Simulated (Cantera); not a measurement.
# Ignition delay

Mixture: CH4 : O2 : N2 : H2O : H2 = 1 : 3.39 : 12.7 : 2.7 : 0.031 (molar parts), at 1.40 bar, adiabatic and at constant volume. Ignition delay is the time to a rise of 400 K.

Model: GRI-Mech 3.0 (53 species, 325 reactions), integrated in Cantera.

```tsv
T0 (K)	delay (ms)
1125	53.6
1200	21.8
1275	9.02
1350	3.83
1425	1.70
1500	0.789
1575	0.392
1650	0.209
1725	0.119
1800	0.0721
```

```yaml
apparent activation energy between 1650 and 1800 K: 180 kJ/mol
```
